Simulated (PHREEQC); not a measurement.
Solution (60 °C): 12 mmol/kgw TMAH, 0.95 mmol/kgw Na2SiO3 and 3.9 mmol/kgw Na2CO3. Closed to the air; pH follows from the charge balance.

The numbers come from PHREEQC with the ion-association model, phreeqc.dat.

The pH comes out as 11.06, the ionic strength is 0.0232 mol/kgw and the total alkalinity is 21.7 meq/kg.

```csv
species,molality,activity,log γ
OH-,0.0131,0.0111,-0.071
(CH3)4N+,0.0120,0.0102,-0.069
Na+,0.00859,0.00736,-0.067
CO3-2,0.00259,0.00142,-0.261
NaCO3-,0.00111,0.000946,-0.068
H3SiO4-,0.000866,0.000739,-0.069
HCO3-,0.000199,0.000171,-0.065
H2SiO4-2,6.75e-5,3.70e-5,-0.261
H4SiO4,1.62e-5,1.63e-5,0.002
NaHCO3,5.92e-7,5.95e-7,0.002
```

Precipitation was switched off in this run. (CH3)4N+ isn't in the database: it is added as a free cation with an ion size of 4 Å. Away from 25 °C the constants follow the database's enthalpies or fits; those with neither stay at their 25 °C values.
